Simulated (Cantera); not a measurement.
Charge: 1 mol Si3N4, 12 mol HCl, 7.7 mol N2, 5 mol NF3, held at 1550 K and 100000 Pa.

Equilibrium computed with Cantera from the NASA thermochemical tables; the gas is ideal and each condensed phase is pure. Candidate condensed phases: NH4Cl, Si, Si3N4; 49 gas species. Kinetics and transport are ignored.

Base state: N2 0.422, HCl 0.311, HF 0.104, SiF4 0.104, Cl2 0.0434, Cl 0.0169 (mole fractions); condensed: gas only.

Problem. What changes in the equilibrium state with this change: temperature from 1550 K to 1348 K?

Solution. 
```csv
species,before,after
N2,0.422,0.424
HCl,0.311,0.313
SiF4,0.104,0.104
Cl,0.0169,0.00420
Cl2,0.0434,0.0501
HF,0.104,0.104
```
